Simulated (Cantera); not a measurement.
Input: 1 mol N₂O, 0.24 mol H₂, 1.4 mol O₂, equilibrated at 33.0 Torr.

Cantera equilibrium calculation (NASA polynomials, part measured and part estimated; ideal gas, pure solids and liquids). Candidate condensed phases: H₂O; 24 gas species. Kinetics and transport are ignored. All values below are at 1575 K.

Base state: O₂ 0.588, N₂ 0.330, H₂O 0.0793, NO 0.00188, OH 0.000366, O 3.91e-5 (mole fractions); condensed: gas only.

Q: What changes in the equilibrium state with this change: H₂ from 0.24 to 0.61 mol?

A: 
| species | before | after |
|---|---|---|
| O₂ | 0.588 | 0.497 |
| N₂ | 0.330 | 0.311 |
| H₂O | 0.0793 | 0.190 |
| OH | 0.000366 | 0.000544 |
| NO | 0.00188 | 0.00168 |
| O | 3.91e-5 | 3.60e-5 |
